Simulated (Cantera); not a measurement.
## BF₃ + H₂ + O₂ (boron, boron nitride and boron oxide)

Input: 1 mol BF₃, 59 mol H₂, a varied amount of O₂, at 1098 K and 0.133 bar.

Method: chemical equilibrium by Gibbs-energy minimisation in Cantera with the NASA 1993 tables (ideal gas, pure condensed phases). Candidate condensed phases: B, B₂O₃, B₃O₃H₃, H₂O; 43 gas species. Gases not in the tables: H₃BO₃. Equilibrium is a limit: real reactors are often held back by kinetics, nucleation or transport.

```tsv
n(O₂) (mol)	x H₂	x H₂O	x HF	x BF₃	x B₃O₃F₃	x BOF	x (HBO₂)₃	n B₂O₃(l)
0.11	0.978	0.000771	0.00582	0.0137	0.000868	0.000269	5.32e-8	0
0.17	0.976	0.00171	0.00790	0.0127	0.00120	0.000300	3.24e-7	0
0.25	0.973	0.00323	0.0102	0.0117	0.00140	0.000315	1.18e-6	0.0104
0.37	0.969	0.00571	0.0132	0.0108	0.00129	0.000307	2.77e-6	0.0467
0.56	0.962	0.0101	0.0169	0.00971	0.00116	0.000296	6.55e-6	0.0919
0.84	0.952	0.0173	0.0211	0.00846	0.00101	0.000283	1.46e-5	0.142
1.3	0.936	0.0300	0.0261	0.00698	0.000832	0.000265	3.34e-5	0.201
1.9	0.915	0.0476	0.0306	0.00563	0.000672	0.000247	6.67e-5	0.253
2.9	0.881	0.0781	0.0354	0.00418	0.000498	0.000223	0.000140	0.305
```
x: gas mole fraction; n: condensed amount in mol.

From 0.11 mol O₂ to 0.17 mol O₂ nothing is condensed. From 0.25 mol O₂ to 2.9 mol O₂ the condensed part is B₂O₃(l).
